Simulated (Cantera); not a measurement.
## Nb2O5 + H2 + H2O (hydrogen reduction and annealing atmospheres)

A closed system holds: 1 mol Nb2O5, 4.6 mol H2, 0.22 mol H2O, at 900 K and 1.30 bar.

Equilibrium computed with Cantera from the NASA thermochemical tables; the gas is ideal and each condensed phase is pure. Candidate condensed phases: H2O, Nb, NbO, NbO2, Nb2O5; 12 gas species. Condensed phases not in the tables: the oxides between NbO2 and Nb2O5. The numbers say what is thermodynamically allowed, not how fast it happens.

```
Quantity                                Value
----------------------------------  ---------
x(H2)                                   0.954
x(H2O)                                 0.0456
n(Nb2O5(s))                          1.00 mol
gas amount                          4.820 mol
log10 activity of NbO2(s) (absent)      -0.66
log10 activity of Nb(s) (absent)       -11.61
```
